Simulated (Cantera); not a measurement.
Charge: 1 mol Fe, 3.7 mol NH₃, 68 mol CO, 25 mol H₂O, equilibrated at 1523.15 K and 0.133 bar.

Cantera equilibrium calculation (NASA polynomials, part measured and part estimated; ideal gas, pure solids and liquids). Candidate condensed phases: C, C₆H₆, C₇H₈, C₈H₁₈, Fe, Fe(CO)₅, FeO, Fe(OH)₂, Fe(OH)₃, Fe₂O₃, Fe₃O₄, H₂O; 140 gas species. The tables' stoichiometric FeO is somewhat more stable than real wüstite, so its field is too wide. FeO: taken at fixed stoichiometry. Kinetics and transport are ignored.

Base state: CO 0.553, H₂ 0.190, CO₂ 0.124, H₂O 0.115, N₂ 0.0184, H 2.76e-5 (mole fractions); condensed: FeO(s).

What changes in the equilibrium state with this change: NH₃ from 3.7 to 0.47 mol?


```
species       before    after
-----------  -------  -------
CO             0.553    0.579
H₂             0.190    0.163
CO₂            0.124    0.145
N₂            0.0184  0.00250
H₂O            0.115    0.110
H            2.76e-5  2.56e-5
FeO(s), mol    1.000    1.000
```
